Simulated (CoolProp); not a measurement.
Model: reference Helmholtz-energy equation of state, Lemmon 2006, in CoolProp. It is a short technical equation, of lower accuracy than the large ones.

Problem. For neopentane, give the phase and the cp (kJ/(kg K)), cv (kJ/(kg K)), isothermal compressibility (1/MPa) at 309 K and 1930 kPa.

Solution. 
- 309 K and 1930 kPa: liquid; cp 2.36, cv 1.77, isothermal compressibility 0.00346
